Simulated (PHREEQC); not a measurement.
PHREEQC input (Pitzer model, pitzer.dat):

```
SOLUTION 1
  temp 25
  units mol/kgw
  pH 7 charge
  C(4) 0.13
  Na 0.2904
  Cl 0.0045
  S(6) 0.01
END
USE solution 1
INCREMENTAL_REACTIONS false
REACTION 1
  H2O -1
  0 9.886 18.011 24.689 30.178 34.689 38.397 41.444
  43.949 46.007 47.699 49.089 50.232 51.172 51.944 52.578
  53.1 53.528 53.88 54.17 54.408 54.603 54.764 54.896
  55.005 moles
EQUILIBRIUM_PHASES 1
  Burkeite 0 0
  Halite 0 0
  Mirabilite 0 0
  Nahcolite 0 0
  Natron 0 0
  Thenardite 0 0
  Trona 0 0
  CO2(g) -3.4 10
SELECTED_OUTPUT 1
  -reset false
  -pH true
  -pe true
  -ionic_strength true
  -water true
  -activities H2O
  -totals C Cl Na S
  -molalities H+ Na+ Cl- CO3-2 SO4-2 OH- HCO3- CO2 HSO4-
  -equilibrium_phases Burkeite Halite Mirabilite Nahcolite Natron Thenardite Trona
PRINT
  -reset false
END
```

Selected output (columns that matter, 23 of 25 rows; water left (kg) added in front):

```
water left (kg)	pH	mu	C	Cl	Na	S	m_H+	m_Na+	m_Cl-	m_CO3-2	m_SO4-2	la_H2O	Mirabilite	Trona
0.999436	9.9044	0.39772	0.16879	0.0045025	0.29056	0.010006	2.2174e-10	0.29056	0.0045025	0.097151	0.010006	-0.003019	0	0
0.821384	9.9321	0.48762	0.20171	0.0054786	0.35355	0.012175	2.17e-10	0.35355	0.0054786	0.12189	0.012175	-0.0035987	0	0
0.675054	9.9582	0.59745	0.24131	0.0066661	0.43019	0.014814	2.1368e-10	0.43019	0.0066661	0.15245	0.014814	-0.0042888	0	0
0.55479	9.9827	0.73161	0.289	0.0081112	0.52344	0.018025	2.1166e-10	0.52344	0.0081112	0.19014	0.018025	-0.0051094	0	0
0.455943	10.006	0.8954	0.34649	0.0098697	0.63692	0.021933	2.1085e-10	0.63692	0.0098697	0.23655	0.021933	-0.0060837	0	0
0.374711	10.027	1.0953	0.41585	0.012009	0.775	0.026687	2.1111e-10	0.775	0.012009	0.2936	0.026687	-0.0072391	0	0
0.253081	10.064	1.6366	0.6009	0.017781	1.1475	0.039513	2.141e-10	1.1475	0.017781	0.44959	0.039513	-0.010235	0	0
0.20798	10.081	1.9992	0.72349	0.021637	1.3963	0.048082	2.1626e-10	1.3963	0.021637	0.55483	0.048082	-0.012171	0	0
0.170929	10.096	2.4409	0.87196	0.026327	1.699	0.058504	2.1829e-10	1.699	0.026327	0.68348	0.058504	-0.014488	0	0
0.140469	10.109	2.9792	1.0521	0.032036	2.0674	0.07119	2.1954e-10	2.0674	0.032036	0.84066	0.07119	-0.017291	0	0
0.115446	10.121	3.6343	1.2708	0.038979	2.5155	0.086621	2.192e-10	2.5155	0.038979	1.0322	0.086621	-0.020725	0	0
0.0948699	10.131	4.4321	1.537	0.047433	3.061	0.10541	2.1629e-10	3.061	0.047433	1.2656	0.10541	-0.025012	0	0
0.0779477	10.139	5.4034	1.8616	0.057731	3.7256	0.12829	2.0967e-10	3.7256	0.057731	1.5495	0.12829	-0.030485	0	0
0.0640486	10.143	6.584	2.2576	0.070259	4.5341	0.15613	1.9824e-10	4.5341	0.070259	1.8938	0.15613	-0.037636	0	0
0.0526317	10.143	8.0178	2.7418	0.0855	5.5176	0.19	1.8112e-10	5.5176	0.0855	2.3102	0.19	-0.047228	0	0
0.0429227	10.137	9.1045	3.0902	0.10484	6.2663	0.23298	1.66e-10	6.2663	0.10484	2.6052	0.23298	-0.055346	0	0.0071438
0.034482	10.131	9.1692	3.0433	0.1305	6.3165	0.29001	1.6257e-10	6.3165	0.1305	2.5626	0.29001	-0.056106	0	0.024198
0.0218222	10.112	9.3653	2.9069	0.20621	6.4684	0.45825	1.5273e-10	6.4684	0.20621	2.4387	0.45825	-0.05842	0	0.049749
0.01713	10.098	9.5171	2.8071	0.2627	6.5854	0.58377	1.4567e-10	6.5854	0.2627	2.3479	0.58377	-0.06022	0	0.059198
0.0132866	10.078	9.7288	2.6756	0.33869	6.7479	0.75264	1.3653e-10	6.7479	0.33869	2.2283	0.75264	-0.062744	0	0.066914
0.0101151	10.05	10.04	2.4973	0.44488	6.9854	0.98863	1.2442e-10	6.9854	0.44488	2.0659	0.98863	-0.066483	0	0.073247
0.00751738	10.008	10.523	2.2509	0.59861	7.3513	1.3303	1.0814e-10	7.3513	0.59861	1.8412	1.3303	-0.072378	0	0.078379
0.00528042	9.9459	11.225	1.9154	0.85221	7.8934	1.7941	8.7158e-11	7.8934	0.85221	1.5376	1.7941	-0.082071	0.00052665	0.082555
```

Complexes and solids missing from the database can't appear.
